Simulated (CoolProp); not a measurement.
Saturation properties of n-perfluoropentane (Tc = 147.9 °C, pc = 20.63 bar, ω = 0.436).

Model: reference Helmholtz-energy equation of state, Gao 2022, in CoolProp.

| T (°C) | p (bar) | liquid density (kg/m³) | liquid cp (kJ/(kg K)) |
|---|---|---|---|
| 39.65 | 1.458 | 1555 | 1.077 |
| 44.95 | 1.738 | 1536 | 1.088 |
| 50.35 | 2.064 | 1517 | 1.100 |
| 55.75 | 2.435 | 1496 | 1.111 |
| 61.05 | 2.847 | 1476 | 1.123 |
| 66.45 | 3.318 | 1454 | 1.136 |
| 71.75 | 3.837 | 1433 | 1.149 |
| 77.15 | 4.426 | 1409 | 1.162 |
| 82.45 | 5.068 | 1385 | 1.177 |
| 87.85 | 5.792 | 1360 | 1.193 |
| 93.15 | 6.577 | 1334 | 1.211 |
| 98.55 | 7.456 | 1306 | 1.232 |

It boils at 29.3 °C under 1 atm.
